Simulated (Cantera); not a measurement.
An isothermal, constant-pressure homogeneous reactor starts with CH4 : H2 = 0.045 : 1 (molar parts), at 1850 K and 0.168 atm. Integrator tolerance rtol = 1e-08.

Model: GRI-Mech 3.0 (53 species, 325 reactions), integrated in Cantera. GRI-Mech 3.0 stops at C3 and has no aromatics, soot or wall deposition, so with more carbon than oxygen in the feed, carbon stays in small species such as C2H2 where larger ones or solid carbon would form.

**Question.** What does this change do: temperature 1850 to 1323 K?

**Answer.** 
```tsv
quantity	before	after
x(CH4) at 10.0 s	0.000937 (gas-phase equilibrium 0.000937)	0.0427 (gas-phase equilibrium 0.0399)
x(H2) at 10.0 s	0.978 (gas-phase equilibrium 0.978)	0.957 (gas-phase equilibrium 0.959)
x(CH2) at 10.0 s	3.90e-8 (gas-phase equilibrium 3.90e-8)	6.52e-12 (gas-phase equilibrium 7.84e-12)
x(C2H4) at 10.0 s	5.54e-5 (gas-phase equilibrium 5.54e-5)	5.75e-5 (gas-phase equilibrium 0.000391)
x(H) at 10.0 s	0.00130 (gas-phase equilibrium 0.00130)	3.34e-6 (gas-phase equilibrium 3.79e-6)
x(CH3) at 10.0 s	2.50e-5 (gas-phase equilibrium 2.50e-5)	2.94e-6 (gas-phase equilibrium 3.11e-6)
x(C2H2) at 10.0 s	0.0201 (gas-phase equilibrium 0.0201)	0.000131 (gas-phase equilibrium 0.00114)
```
